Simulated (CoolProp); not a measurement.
Isohexane along the isotherm 167.35 °C: Z from the reference equation and from simpler models built on Tc = 224.6 °C, pc = 3.043 MPa, ω = 0.280; each cubic takes its own stable root.

Values from CoolProp's reference Helmholtz-energy equation of state, Lemmon 2006. It is a short technical equation, of lower accuracy than the large ones.

| p (MPa) | phase | reference |
|---|---|---|
| 1.17 | gas | 0.7400 |
| 2.34 | liquid | 0.1122 |
| 3.51 | liquid | 0.1659 |
| 4.68 | liquid | 0.2184 |
| 5.85 | liquid | 0.2700 |
| 7.02 | liquid | 0.3209 |
| 8.19 | liquid | 0.3711 |
| 9.36 | liquid | 0.4206 |
| 10.5 | liquid | 0.4684 |
| 11.7 | liquid | 0.5182 |
| 12.9 | liquid | 0.5675 |
| 14 | liquid | 0.6123 |
| 15.2 | liquid | 0.6608 |

Problem. How far does each simpler model (van der Waals, Soave-Redlich-Kwong, Peng-Robinson) lie from the reference over these 13 states: mean and median of the absolute difference, and the worst?

Solution. 
- van der Waals: mean 48.0 %, median 48.7 %, worst +64.7 % at 167.35 °C and 2.34 MPa
- Soave-Redlich-Kwong: mean 9.3 %, median 9.1 %, worst +14.5 % at 167.35 °C and 2.34 MPa
- Peng-Robinson: mean 2.4 %, median 2.5 %, worst -4.4 % at 167.35 °C and 15.2 MPa
